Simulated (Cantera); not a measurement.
Input: 1 mol toluene, 0.47 mol H2O, 1.3 mol H2, equilibrated at 16.0 Pa.

Equilibrium computed with Cantera from the NASA thermochemical tables; the gas is ideal and each condensed phase is pure. Candidate condensed phases: C, C6H6, C7H8, C8H18, H2O; 110 gas species. Rates play no part.

### Question
At 2148 K, list the 4 most abundant gas species with their mole fractions, and the condensed phases.

### Answer
H2 0.665, H 0.269, CO 0.0652, C2H2 (acetylene) 0.00127. Condensed: C(graphite).
